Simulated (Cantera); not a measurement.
Input: 1 mol C₃H₈, 5.7 mol CO₂, 15 mol N₂, 0.14 mol O₂, at 723 K and 9.20 bar.

Equilibrium computed with Cantera from the NASA thermochemical tables; the gas is ideal and each condensed phase is pure. Candidate condensed phases: C, C₆H₆, C₇H₈, C₈H₁₈, H₂O; 136 gas species. Rates play no part.

Base state: N₂ 0.650, CO₂ 0.190, H₂O 0.123, H₂ 0.0180, CH₄ 0.0160, CO 0.00363, NH₃ 0.000126 (mole fractions); condensed: C(graphite).

Task: What changes in the equilibrium state with this change: CO₂ from 5.7 to 1.1 mol?

Result: 
```json
[
 {"species": "N₂", "before": "0.650", "after": "0.808"},
 {"species": "H₂O", "before": "0.123", "after": "0.0810"},
 {"species": "CH₄", "before": "0.0160", "after": "0.0510"},
 {"species": "CO₂", "before": "0.190", "after": "0.0257"},
 {"species": "H₂", "before": "0.0180", "after": "0.0322"},
 {"species": "CO", "before": "0.00363", "after": "0.00134"},
 {"species": "NH₃", "before": "0.000126", "after": "0.000336"},
 {"species": "C(graphite), mol", "before": "3.87", "after": "2.65"}
]
```

Task: What changes in the equilibrium state with this change: temperature from 723 K to 1198 K?

Result: 
```tsv
species	before	after
N₂	0.650	0.542
CO	0.00363	0.246
H₂	0.0180	0.104
CO₂	0.190	0.0683
CH₄	0.0160	0.000254
H₂O	0.123	0.0396
NH₃	0.000126	4.40e-5
C(graphite), mol	3.87	0
```

Task: What changes in the equilibrium state with this change: C₃H₈ replaced by C₂H₄?

Result: 
```json
[
 {"species": "N₂", "before": "0.650", "after": "0.682"},
 {"species": "CO₂", "before": "0.190", "after": "0.228"},
 {"species": "H₂O", "before": "0.123", "after": "0.0721"},
 {"species": "CH₄", "before": "0.0160", "after": "0.00457"},
 {"species": "H₂", "before": "0.0180", "after": "0.00964"},
 {"species": "NH₃", "before": "0.000126", "after": "5.05e-5"},
 {"species": "CO", "before": "0.00363", "after": "0.00397"},
 {"species": "C(graphite), mol", "before": "3.87", "after": "2.51"}
]
```
